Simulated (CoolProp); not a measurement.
A Linde-Hampson liquefier for methane: isothermal reversible compression at 200 K from 1 atm to 20 MPa, throttling to 1 atm, return gas leaving the recuperator 0 K below the feed. Each further row changes one setting.

The numbers come from the reference Helmholtz-energy equation of state, Setzmann 1991 in CoolProp.

```csv
case,liquid yield per pass,compression work (kJ/kg of gas)
as stated,0.513,427
high pressure 40 MPa,0.497,487
warm-end temperature 230 K,0.397,541
warm-end gap 5 K,0.505,427
```
